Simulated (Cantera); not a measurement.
An isothermal, constant-pressure homogeneous reactor starts with 88.5 % NH3, 11.5 % H2, at 2325 K and 23.3 Torr.

Cantera simulation using the gas-phase N/H chemistry of the illustrative SiF4/NH3 mechanism in the Surface Chemkin manual (1991); the numbers are that mechanism's predictions, not measurements. Walls and surfaces, which speed up NH3 decomposition in real reactors, are not modelled.

x: mole fraction; the columns are a selection and need not sum to one.

```json
[
 {"t (s)": "2.00e-5", "x NH3": "0.885", "x H2": "0.115", "x N2H4": "7.47e-11", "x N2H2": "1.49e-8", "x H": "1.43e-5"},
 {"t (s)": "8.66e-5", "x NH3": "0.883", "x H2": "0.115", "x N2H4": "1.46e-9", "x N2H2": "5.67e-7", "x H": "4.57e-5"},
 {"t (s)": "0.000375", "x NH3": "0.878", "x H2": "0.118", "x N2H4": "2.07e-8", "x N2H2": "1.53e-5", "x H": "0.000164"},
 {"t (s)": "0.00162", "x NH3": "0.847", "x H2": "0.140", "x N2H4": "3.93e-8", "x N2H2": "3.41e-5", "x H": "0.000277"},
 {"t (s)": "0.00702", "x NH3": "0.725", "x H2": "0.230", "x N2H4": "2.89e-8", "x N2H2": "2.62e-5", "x H": "0.000448"},
 {"t (s)": "0.0304", "x NH3": "0.402", "x H2": "0.468", "x N2H4": "1.16e-8", "x N2H2": "1.12e-5", "x H": "0.00102"},
 {"t (s)": "0.132", "x NH3": "[?]", "x H2": "0.720", "x N2H4": "8.01e-10", "x N2H2": "[?]", "x H": "[?]"},
 {"t (s)": "0.570", "x NH3": "7.80e-6", "x H2": "0.735", "x N2H4": "<1e-12", "x N2H2": "1.76e-11", "x H": "0.0340"},
 {"t (s)": "2.47", "x NH3": "[?]", "x H2": "0.718", "x N2H4": "<1e-12", "x N2H2": "<1e-12", "x H": "0.0533"},
 {"t (s)": "10.7", "x NH3": "1.14e-7", "x H2": "0.718", "x N2H4": "<1e-12", "x N2H2": "<1e-12", "x H": "0.0533"},
 {"t (s)": "46.2", "x NH3": "1.14e-7", "x H2": "0.718", "x N2H4": "<1e-12", "x N2H2": "<1e-12", "x H": "0.0533"},
 {"t (s)": "200", "x NH3": "1.14e-7", "x H2": "0.718", "x N2H4": "<1e-12", "x N2H2": "<1e-12", "x H": "0.0533"}
]
```

Question: Fill in the missing entries.

Answer: 
- 0.132, x NH3: 0.0578
- 0.132, x N2H2: 1.16e-6
- 0.132, x H: 0.00286
- 2.47, x NH3: 1.52e-7
